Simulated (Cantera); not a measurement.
Charge: 1 mol SiH2Cl2, 18 mol N2, held at 1948 K and 1.60 mbar.

Method: chemical equilibrium by Gibbs-energy minimisation in Cantera with the NASA 1993 tables (ideal gas, pure condensed phases). Candidate condensed phases: NH4Cl, Si, Si3N4; 28 gas species. The tables' values for SiCl, SiN, SiCl3 are old estimates; treat these amounts as uncertain. Rates play no part.

Base state: N2 0.885, SiCl2 0.0345, H2 0.0344, HCl 0.0241, Si 0.0116, H 0.00524, Cl 0.00275, SiCl 0.00232 (mole fractions); condensed: gas only.

Question: What changes in the equilibrium state with this change: pressure from 1.60 mbar to 10.0 mbar?

Answer: 
| species | before | after |
|---|---|---|
| N2 | 0.885 | 0.896 |
| H2 | 0.0344 | 0.0371 |
| SiCl2 | 0.0345 | 0.0369 |
| Si | 0.0116 | 0.00232 |
| H | 0.00524 | 0.00218 |
| HCl | 0.0241 | 0.0232 |
| Si2 | 8.46e-5 | 2.12e-5 |
| Si3 | 1.49e-5 | 4.66e-6 |
| Cl | 0.00275 | 0.00102 |
| Si(l), mol | 0 | 0.180 |
The tables' values for SiCl, SiCl3, SiN are old estimates; treat these amounts as uncertain.
